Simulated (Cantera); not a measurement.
What does this Cantera script print?

```python
import numpy as np
import cantera as ct

gas = ct.Solution("gri30.yaml")
gas.TPX = 1998, 1700, {'CH4': 1, 'H2': 1.3}
inlet = ct.Reservoir(gas, clone=True)

reactor = ct.IdealGasConstPressureReactor(gas, energy="off", clone=False)
exhaust = ct.Reservoir(gas, clone=True)
tau = [4.8, 1.9, 0.76, 0.3, 0.12, 0.049, 0.019, 0.0077, 0.0031][0]
for a, b in ((inlet, reactor), (reactor, exhaust)):
    ct.MassFlowController(a, b, mdot=lambda t: reactor.mass / tau)
net = ct.ReactorNet([reactor])
show = ['CH4', 'H2', 'CH3', 'C2H4', 'C2H2', 'C2H']

rows = []
print(f"{'tau/s':>10s}{'T/K':>9s}" + "".join(f"{s:>11s}" for s in show))
for tau in [4.8, 1.9, 0.76, 0.3, 0.12, 0.049, 0.019, 0.0077, 0.0031]:
    net.initial_time = 0.0
    net.advance(30 * tau)
    before = gas.X
    net.advance(40 * tau)
    drift = np.max(np.abs(gas.X - before) / (gas.X + 1e-9))
    rows.append([gas.T, *gas[show].X, drift])
    print(f"{tau:10.3e}{gas.T:9.1f}" + "".join(f"{x:11.3e}" for x in gas[show].X))
```

Output:

```
     tau/s      T/K        CH4         H2        CH3       C2H4       C2H2        C2H
 4.800e+00   1998.0  2.570e-03  8.382e-01  5.434e-04  2.093e-05  1.497e-01  2.987e-05
 1.900e+00   1998.0  5.116e-03  8.376e-01  9.146e-04  3.187e-05  1.487e-01  2.512e-05
 7.600e-01   1998.0  1.021e-02  8.351e-01  1.519e-03  6.214e-05  1.467e-01  2.066e-05
 3.000e-01   1998.0  1.991e-02  8.291e-01  2.494e-03  1.473e-04  1.430e-01  1.698e-05
 1.200e-01   1998.0  3.669e-02  8.180e-01  3.971e-03  3.705e-04  1.363e-01  1.406e-05
 4.900e-02   1998.0  6.362e-02  7.997e-01  6.084e-03  9.068e-04  1.256e-01  1.153e-05
 1.900e-02   1998.0  1.083e-01  7.691e-01  9.155e-03  2.207e-03  1.076e-01  8.834e-06
 7.700e-03   1998.0  1.715e-01  7.260e-01  1.268e-02  4.633e-03  8.198e-02  5.987e-06
 3.100e-03   1998.0  2.591e-01  6.674e-01  1.561e-02  7.865e-03  4.740e-02  2.889e-06
```

Computed with Cantera and GRI-Mech 3.0 (53 species, 325 reactions). GRI-Mech 3.0 stops at C3 and has no aromatics, soot or wall deposition, so with more carbon than oxygen in the feed, carbon stays in small species such as C2H2 where larger ones or solid carbon would form. Radical loss at walls, strong at low pressure, is not modelled.
